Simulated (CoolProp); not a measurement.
n-decane at 456.68 K and 0.0408 MPa is throttled through a valve to 0.0175 MPa with no heat exchange. Each further row changes one setting.

The numbers come from the reference Helmholtz-energy equation of state, Lemmon 2006 in CoolProp. It is a short technical equation, of lower accuracy than the large ones.

```csv
case,temperature change (K),final density (kg/m³)
as stated,-0.6,?
outlet pressure 0.00525 MPa,?,?
outlet pressure 0.0228 MPa,-0.5,0.866
```

### Question
What belongs in the gaps?

### Answer

- as stated, final density (kg/m³): 0.663
- outlet pressure 0.00525 MPa, temperature change (K): -0.9
- outlet pressure 0.00525 MPa, final density (kg/m³): 0.198
